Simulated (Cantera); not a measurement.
## SO2 + H2O (abatement and gas-phase synthesis)

Feed: 1 mol SO2, 0.45 mol H2O, held at 0.00490 bar.

These are equilibrium values from Cantera (NASA tables, ideal gas, pure condensed phases), not measurements of a reactor. Candidate condensed phases: H2O, H2SO4, S; 19 gas species. The numbers say what is thermodynamically allowed, not how fast it happens.

From 1573 K to 2673 K nothing is condensed.

```csv
T (K),log p SO2,log p H2O,log p SO,log p H,log p O,log p O2,log p OH,log p H2,log p S
1573,-2.47,-2.82,-5.67,-7.07,-7.75,-5.54,-5.97,-5.37,-9.16
1673,-2.47,-2.82,-5.25,-6.47,-7.07,-5.18,-5.56,-5.05,-8.37
1773,-2.47,-2.83,-4.88,-5.93,-6.46,-4.87,-5.19,-4.77,-7.67
1873,-2.48,-2.83,-4.55,-5.45,-5.92,-4.58,-4.87,-4.52,-7.05
1973,-2.48,-2.84,-4.26,-5.02,-5.43,-4.33,-4.58,-4.31,-6.49
2073,-2.50,-2.86,-3.99,-4.64,-4.99,-4.10,-4.33,-4.12,-5.99
2173,-2.51,-2.89,-3.76,-4.30,-4.60,-3.90,-4.10,-3.96,-5.54
2273,-2.54,-2.94,-3.56,-3.99,-4.24,-3.73,-3.91,-3.83,-5.13
2373,-2.59,-3.01,-3.39,-3.72,-3.92,-3.58,-3.75,-3.73,-4.76
2473,-2.66,-3.12,-3.25,-3.49,-3.63,-3.47,-3.63,-3.67,-4.43
2573,-2.76,-3.28,-3.14,-3.29,-3.38,-3.39,-3.56,-3.66,-4.13
2673,-2.90,-3.50,-3.07,-3.14,-3.17,-3.35,-3.54,-3.71,-3.87
```
log p: log10 of the partial pressure in bar; nothing condenses.
